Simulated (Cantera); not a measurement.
A perfectly stirred reactor is fed with CH4 : O2 : N2 = 1 : 1.18 : 4.42 (molar parts), at 101000 Pa; it is adiabatic with a 550 K inlet, and is followed from long to short residence time, starting on the burning branch (τ in s: 0.28, 0.1, 0.039, 0.014, 0.0053, 0.002, 0.00072, 0.00027, 9.8e-05).

Computed with Cantera and GRI-Mech 3.0 (53 species, 325 reactions).

x: mole fraction; the columns are a selection and need not sum to one.

| τ (s) | T (K) | x CH4 | x O2 | x NO | x CH3 | x HO2 | x N2O |
|---|---|---|---|---|---|---|---|
| 0.28 | 1953 | 0.00142 | 8.99e-5 | 4.23e-5 | 0.000119 | (withheld) | 6.15e-9 |
| 0.10 | 1958 | 0.00234 | 0.000222 | 4.02e-5 | 0.000227 | (withheld) | 7.94e-9 |
| 0.039 | 1961 | 0.00331 | 0.000486 | 3.48e-5 | 0.000382 | (withheld) | 8.48e-9 |
| 0.014 | 1960 | 0.00445 | 0.00110 | 2.77e-5 | 0.000638 | (withheld) | 8.29e-9 |
| 0.0053 | 1951 | 0.00569 | 0.00234 | 2.07e-5 | 0.00100 | (withheld) | 7.57e-9 |
| 0.0020 | 1926 | 0.00760 | 0.00513 | 1.30e-5 | 0.00155 | (withheld) | 6.56e-9 |
| 0.00072 | 1824 | 0.0146 | 0.0166 | 2.72e-6 | 0.00239 | (withheld) | 8.74e-9 |
| 0.00027 | 550 | 0.152 | 0.179 | <1e-12 | <1e-12 | <1e-12 | <1e-12 |
| 9.8e-5 | 550 | 0.152 | 0.179 | <1e-12 | <1e-12 | <1e-12 | <1e-12 |

Question: What belongs in the gaps?

Answer: 
- 0.28, x HO2: 1.51e-8
- 0.10, x HO2: 3.85e-8
- 0.039, x HO2: 8.98e-8
- 0.014, x HO2: 2.27e-7
- 0.0053, x HO2: 5.71e-7
- 0.0020, x HO2: 1.61e-6
- 0.00072, x HO2: 8.05e-6
